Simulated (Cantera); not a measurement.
What does this Cantera script print?

```python
import numpy as np
import cantera as ct

gas_names = """
    H HO2 H2 H2O H2O2 O OH O2 O3 Si SiH SiH2 SiH3 SiH4 SiO SiO2 Si2 Si3
""".split()
cond_names = """
    H2O(s) H2O(L) Si(cr) Si(L) SiO2(Lqz) SiO2(hqz) SiO2(L)
""".split()


# ... load() reads the species with a 1 bar reference pressure and builds the phases ...
atoms = {
    'Si': {'Si': 1},
    'H2O': {'H': 2, 'O': 1},
    'H2': {'H': 2},
}
top_T = {}  # K; cautious upper limits of use, not melting points


# ... equilibrate(T, P, feed) seeds the gas with the atoms and calls Mixture.equilibrate('TP', solver="vcs", rtol=1e-11, max_steps=5000) ...
results = []
feed = {'Si': 1, 'H2O': 0.0032, 'H2': 770}  # mol
T = 1775  # K
P = 360  # Pa
mix = equilibrate(T, P, feed)
results.append((T, P, feed, dict(zip(mix.species_names, mix.species_moles))))
x = sorted(zip(gas.X, gas.species_names), reverse=True)
print(f"T = {T:g} K  P = {P:g} Pa  gas = {mix.phase_moles(0):.4g} mol")
print("   x: " + "  ".join(f"{s} {v:.3e}" for v, s in x if v > 0.001))
print("   condensed (mol): " + ("  ".join(f"{mix.phase(i).name} {mix.phase_moles(i):.4g}"
      for i in range(1, mix.n_phases) if mix.phase_moles(i) > 1e-12) or "none"))
```

Output:

```
T = 1775 K  P = 360 Pa  gas = 772.4 mol
   x: H2 9.945e-01  H 4.811e-03
   condensed (mol): Si(L) 0.4649
```

Method: chemical equilibrium by Gibbs-energy minimisation in Cantera with the NASA 1993 tables (ideal gas, pure condensed phases). Gases not in the tables: Si2H6 and higher silanes.
